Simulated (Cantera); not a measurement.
Input: 1 mol SiC, 0.049 mol CO2, 1.8 mol H2, equilibrated at 0.0100 bar.

Method: chemical equilibrium by Gibbs-energy minimisation in Cantera with the NASA 1993 tables (ideal gas, pure condensed phases). Candidate condensed phases: C, C6H6, C7H8, C8H18, H2O, Si, SiC, SiO2; 123 gas species. Gases not in the tables: Si2H6 and higher silanes. Equilibrium is a limit: real reactors are often held back by kinetics, nucleation or transport.

### Question
At 1725 °C, list the 6 most abundant gas species with their mole fractions, and the condensed phases.

### Answer
H2 0.932, CO 0.0391, H 0.0155, SiO 0.0121, Si 0.00134, SiH 8.79e-5. Condensed: SiC(s).
